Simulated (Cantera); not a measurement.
An isothermal, constant-pressure homogeneous reactor starts with H₂ : O₂ : N₂ = 0.011 : 1 : 3.4 (molar parts), at 998 K and 1.05 Torr. Integrator tolerance rtol = 1e-08.

Model: the H2/O2 subset of GRI-Mech 3.0, which has no nitrogen chemistry, integrated in Cantera. Radical loss at walls, strong at low pressure, is not modelled.

**Question.** What does this change do: N2 3.4 to 12 parts?

**Answer.** 
| quantity | before | after |
|---|---|---|
| x(H₂) at 6.00 s | 9.92e-6 (gas-phase equilibrium 1.16e-11) | 4.34e-6 (gas-phase equilibrium 6.77e-12) |
| x(O₂) at 6.00 s | 0.225 (gas-phase equilibrium 0.226) | 0.0761 (gas-phase equilibrium 0.0765) |
| x(H₂O) at 6.00 s | 0.00237 (gas-phase equilibrium 0.00250) | 0.000791 (gas-phase equilibrium 0.000846) |
| x(O) at 6.00 s | 0.00157 (gas-phase equilibrium 1.89e-9) | 0.000645 (gas-phase equilibrium 1.10e-9) |
| x(H₂O₂) at 6.00 s | 4.37e-10 (gas-phase equilibrium <1e-12) | 1.52e-10 (gas-phase equilibrium <1e-12) |
| x(H) at 6.00 s | 0.000147 (gas-phase equilibrium <1e-12) | 6.83e-5 (gas-phase equilibrium <1e-12) |

**Question.** What does this change do: pressure from 1.05 Torr to 15.0 Torr?

**Answer.** 
| quantity | before | after |
|---|---|---|
| x(H₂) at 6.00 s | 9.92e-6 (gas-phase equilibrium 1.16e-11) | 1.68e-8 (gas-phase equilibrium 3.08e-12) |
| x(O₂) at 6.00 s | 0.225 (gas-phase equilibrium 0.226) | 0.226 (gas-phase equilibrium 0.226) |
| x(H₂O) at 6.00 s | 0.00237 (gas-phase equilibrium 0.00250) | 0.00250 (gas-phase equilibrium 0.00250) |
| x(O) at 6.00 s | 0.00157 (gas-phase equilibrium 1.89e-9) | 1.80e-6 (gas-phase equilibrium 5.00e-10) |
| x(H₂O₂) at 6.00 s | 4.37e-10 (gas-phase equilibrium <1e-12) | 9.83e-10 (gas-phase equilibrium <1e-12) |
| x(H) at 6.00 s | 0.000147 (gas-phase equilibrium <1e-12) | 5.66e-9 (gas-phase equilibrium <1e-12) |

**Question.** What does this change do: temperature 998 to 1398 K?

**Answer.** 
| quantity | before | after |
|---|---|---|
| x(H₂) at 6.00 s | 9.92e-6 (gas-phase equilibrium 1.16e-11) | 1.03e-5 (gas-phase equilibrium 6.16e-8) |
| x(O₂) at 6.00 s | 0.225 (gas-phase equilibrium 0.226) | 0.224 (gas-phase equilibrium 0.226) |
| x(H₂O) at 6.00 s | 0.00237 (gas-phase equilibrium 0.00250) | 0.00228 (gas-phase equilibrium 0.00248) |
| x(O) at 6.00 s | 0.00157 (gas-phase equilibrium 1.89e-9) | 0.00211 (gas-phase equilibrium 1.17e-5) |
| x(H₂O₂) at 6.00 s | 4.37e-10 (gas-phase equilibrium <1e-12) | 2.10e-10 (gas-phase equilibrium 4.87e-12) |
| x(H) at 6.00 s | 0.000147 (gas-phase equilibrium <1e-12) | 7.39e-5 (gas-phase equilibrium 3.16e-8) |
